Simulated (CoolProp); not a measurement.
Vapour-liquid equilibrium of CHF3 (R23) (1) + CH2F2 (R32) (2) at -58.55 °C; x and y are mole fractions of (1).

Computed with CoolProp (multi-fluid Helmholtz-energy mixture model, Penoncello 2003 and Tillner-Roth 1997; pair parameters Bell 2016).

| x | bubble pressure, mixture model (bar) | bubble pressure, Raoult's law (bar) | y, mixture model | y, Raoult's law |
|---|---|---|---|---|
| 0.05 | 0.8364 | 0.8349 | 0.196 | 0.199 |
| 0.2 | [?] | 1.229 | 0.532 | 0.542 |
| 0.35 | 1.631 | 1.622 | 0.706 | 0.718 |
| 0.5 | 2.022 | 2.016 | 0.813 | 0.825 |
| 0.65 | 2.410 | 2.410 | [?] | 0.898 |
| 0.8 | [?] | 2.803 | [?] | 0.950 |
| 0.95 | 3.193 | 3.197 | [?] | 0.989 |

Complete the blanks.


- 0.2, bubble pressure, mixture model (bar): 1.235
- 0.65, y, mixture model: 0.886
- 0.8, bubble pressure, mixture model (bar): 2.798
- 0.8, y, mixture model: 0.942
- 0.95, y, mixture model: 0.987

The largest gap from Raoult's law is +0.6 % in bubble pressure, at x = 0.35. No azeotrope shows between x = 0.05 and 0.95.

Pair parameters are fitted to limited data, so mixtures are less certain than the pure fluids.
